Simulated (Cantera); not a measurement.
Feed: 1 mol HMDSO, 0.7 mol O2, 47 mol N2, equilibrated at 1025 K and 0.133 bar.

Method: chemical equilibrium by Gibbs-energy minimisation in Cantera with the NASA 1993 tables (ideal gas, pure condensed phases). Candidate condensed phases: C, C6H6, C7H8, C8H18, H2O, Si, SiC, SiO2, Si2N2O, Si3N4; 151 gas species. The feed counts by its element totals alone. N2 is the only nitrogen source here; it is nearly inert below about 1500 K, so the nitride shown seldom forms there in practice. Mutual solubility and eutectic melting of coexisting phases are not modelled. Equilibrium is a limit: real reactors are often held back by kinetics, nucleation or transport.

Base state: N2 0.836, H2 0.162, CO 0.00230, CH4 0.000256, H2O 1.32e-5 (mole fractions); condensed: C(graphite) + SiO2(β-quartz) + Si2N2O(s).

Q: What changes in the equilibrium state with this change: O2 from 0.7 to 13 mol?

A: 
| species | before | after |
|---|---|---|
| N2 | 0.836 | 0.746 |
| H2O | 1.32e-5 | 0.143 |
| CO2 | 2.43e-7 | 0.0952 |
| H2 | 0.162 | <1e-9 |
| O2 | <1e-9 | 0.0159 |
| CO | 0.00230 | <1e-9 |
| CH4 | 0.000256 | <1e-9 |
| NO | <1e-9 | 1.09e-5 |
| C(graphite), mol | 5.86 | 0 |
| SiO2(β-quartz), mol | 0.848 | 2.00 |
| Si2N2O(s), mol | 0.576 | 0 |
